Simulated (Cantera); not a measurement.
**Diamond growth**

A diamond (100) surface in a fixed gas of H2 with x(CH4) = 0.0084, x(H) = 0.013, x(CH3) = 2.9e-05, at 1025 K; coverages are run to steady state.

Detailed kinetics in Cantera: the Harris–Goodwin 1993 mechanism for the reconstructed diamond (100) surface.

```json
[
 {"P (Pa)": "880", "growth (µm/h)": "0.132", "θ c6HH": "0.574", "θ c6H*": "0.0206", "θ c6*H": "0.393", "θ c6**": "0.0116", "θ c6HM": "0.000954"},
 {"P (Pa)": "1500", "growth (µm/h)": "0.237", "θ c6HH": "0.574", "θ c6H*": "0.0206", "θ c6*H": "0.393", "θ c6**": "0.0116", "θ c6HM": "0.00101"},
 {"P (Pa)": "2400", "growth (µm/h)": "0.391", "θ c6HH": "0.574", "θ c6H*": "0.0206", "θ c6*H": "0.393", "θ c6**": "0.0116", "θ c6HM": "0.00104"},
 {"P (Pa)": "4000", "growth (µm/h)": "0.666", "θ c6HH": "0.574", "θ c6H*": "0.0207", "θ c6*H": "0.393", "θ c6**": "0.0116", "θ c6HM": "0.00106"},
 {"P (Pa)": "6600", "growth (µm/h)": "1.11", "θ c6HH": "0.573", "θ c6H*": "0.0207", "θ c6*H": "0.393", "θ c6**": "0.0116", "θ c6HM": "0.00108"},
 {"P (Pa)": "11000", "growth (µm/h)": "1.87", "θ c6HH": "0.573", "θ c6H*": "0.0209", "θ c6*H": "0.393", "θ c6**": "0.0116", "θ c6HM": "0.00109"},
 {"P (Pa)": "18000", "growth (µm/h)": "3.08", "θ c6HH": "0.573", "θ c6H*": "0.0210", "θ c6*H": "0.392", "θ c6**": "0.0117", "θ c6HM": "0.00109"},
 {"P (Pa)": "29000", "growth (µm/h)": "4.99", "θ c6HH": "0.573", "θ c6H*": "0.0213", "θ c6*H": "0.392", "θ c6**": "0.0117", "θ c6HM": "0.00110"}
]
```
θ: site fractions in the mechanism's names (c6HH fully hydrogenated, c6H* and c6*H radical sites, c6** diradical, c6HM methylated).
